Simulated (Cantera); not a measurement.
Input (Python, Cantera) and output of one run.

```python
import numpy as np
import cantera as ct

gas_names = [...]  # 47 gases of nasa_gas.yaml made of Cl, H, N, O, Si
cond_names = """
    H2O(s) H2O(L) NH4CL(a) NH4CL(b) Si(cr) Si(L) SiO2(Lqz) SiO2(hqz) SiO2(L) Si2N2O(s) Si3N4(a)
""".split()


# ... load() reads the species with a 1 bar reference pressure and builds the phases ...
atoms = {
    'SiCl4': {'Si': 1, 'CL': 4},
    'H2O': {'H': 2, 'O': 1},
    'N2': {'N': 2},
}
top_T = {'Si2N2O(s)': 2100, 'Si3N4(a)': 2400}  # K; cautious upper limits of use, not melting points


# ... equilibrate(T, P, feed) seeds the gas with the atoms and calls Mixture.equilibrate('TP', solver="vcs", rtol=1e-11, max_steps=5000) ...
results = []
feed = {'SiCl4': 1, 'H2O': 0.33, 'N2': 190}  # mol
T = 698  # K
P = 133.322  # Pa
mix = equilibrate(T, P, feed)
results.append((T, P, feed, dict(zip(mix.species_names, mix.species_moles))))
print(gas.report(threshold=1e-06))
for i in range(1, mix.n_phases):
    print(f"{mix.phase(i).name:16s} {mix.phase_moles(i):12.5e} mol")
```

It prints:

```
       temperature   698 K
          pressure   133.32 Pa
           density   0.00065844 kg/m^3
  mean mol. weight   28.662 kg/kmol
   phase of matter   gas

                          1 kg             1 kmol
                     ---------------   ---------------
          enthalpy        3.0664e+05        8.7889e+06  J
   internal energy        1.0416e+05        2.9854e+06  J
           entropy            9528.2        2.7309e+05  J/K
    Gibbs function        -6.344e+06       -1.8183e+08  J
 heat capacity c_p            1082.5             31026  J/K
 heat capacity c_v            792.38             22711  J/K

                      mass frac. Y      mole frac. X     chem. pot. / RT
                     ---------------   ---------------   ---------------
               HCL         0.0043841         0.0034466           -51.652
                N2           0.96977           0.99219           -30.655
             SiCL4          0.025845         0.0043604           -169.28
     [  +44 minor]         5.189e-10        4.7591e-10

NH4CL(b)          0.00000e+00 mol
Si(cr)            0.00000e+00 mol
SiO2(Lqz)         1.65000e-01 mol
Si2N2O(s)         0.00000e+00 mol
Si3N4(a)          0.00000e+00 mol
```

Equilibrium computed with Cantera from the NASA thermochemical tables; the gas is ideal and each condensed phase is pure.
